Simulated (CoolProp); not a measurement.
The fluid at 298.15 K and 0.34 MPa (liquid) is heated at constant pressure to 377.6 K. The same conditions are run with several fluids, on thermodynamics alone (safety and materials aside).

Model: reference Helmholtz-energy equation of state of each fluid (ethanol: Schroeder 2014; R365MFC: Lemmon 2016; neopentane: Lemmon 2006; octamethyltrisiloxane (MDM): Thol 2017; hexamethyldisiloxane (MM): Thol 2016), in CoolProp.

| fluid | heat (kJ/kg) | final phase | final density (kg/m³) |
|---|---|---|---|
| ethanol | (withheld) | liquid | 709 |
| R365MFC | (withheld) | gas | 17.4 |
| neopentane | 451 | gas | (withheld) |
| octamethyltrisiloxane (MDM) | (withheld) | liquid | (withheld) |
| hexamethyldisiloxane (MM) | 160 | liquid | 671 |

Problem. Complete the blanks.

Solution. 
- ethanol, heat (kJ/kg): 223
- R365MFC, heat (kJ/kg): 275
- neopentane, final density (kg/m³): 8.30
- octamethyltrisiloxane (MDM), heat (kJ/kg): 149
- octamethyltrisiloxane (MDM), final density (kg/m³): 733
